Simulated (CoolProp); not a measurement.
The fluid at 293.15 K and 1.48 MPa is compressed adiabatically to 5.44 MPa with isentropic efficiency 0.7. The same conditions are run with several fluids, on thermodynamics alone (safety and materials aside).

Values from CoolProp's reference Helmholtz-energy equation of state of each fluid (oxygen: Schmidt 1985; hydrogen chloride: Thol 2018; dry air: Lemmon 2000; C2F6 (R116): Lemmon 2006; CH3F (R41): Lemmon 2006). Blends and air are pseudo-pure fits.

```csv
fluid,work (kJ/kg),final temperature (K),final phase,final density (kg/m³)
oxygen,171,475.9,supercritical,___
hydrogen chloride,135,470.3,gas,___
dry air,191,___,supercritical,___
C2F6 (R116),25.2,___,supercritical,395
CH3F (R41),___,___,gas,___
```

Q: Fill in the missing entries.

A: 
- oxygen, final density (kg/m³): 43.6
- hydrogen chloride, final density (kg/m³): 54.7
- dry air, final temperature (K): 480.8
- dry air, final density (kg/m³): 38.7
- C2F6 (R116), final temperature (K): 350.5
- CH3F (R41), work (kJ/kg): 130
- CH3F (R41), final temperature (K): 417.3
- CH3F (R41), final density (kg/m³): 62.3

Above 300 K oxygen's equation is extrapolated.
